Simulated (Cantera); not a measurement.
Input: 1 mol Al2O3, 0.16 mol Cl2, 0.031 mol O2, at 1200 K and 2200 Pa.

Equilibrium computed with Cantera from the NASA thermochemical tables; the gas is ideal and each condensed phase is pure. Candidate condensed phases: Al, AlCl3, Al2O3; 17 gas species. Kinetics and transport are ignored.

Base state: Cl2 0.811, O2 0.160, Cl 0.0287, ClO 6.70e-5, AlCl3 2.28e-5 (mole fractions); condensed: Al2O3(s).

Question: What changes in the equilibrium state with this change: Al2O3 replaced by TiO2?

Answer: 
```
species             before    after
-----------------  -------  -------
Cl2                  0.811    0.811
O2                   0.160    0.160
Cl                  0.0287   0.0287
TiCl4                    0  7.76e-5
AlCl3              2.28e-5        0
ClO                6.70e-5  6.70e-5
Al2O3(s), mol        1.000        0
TiO2(rutile), mol        0    1.000
```
Further candidate phases: Ti, TiCl2, TiCl3, TiCl4, TiO, TiO2, Ti2O3, Ti3O5, Ti4O7.
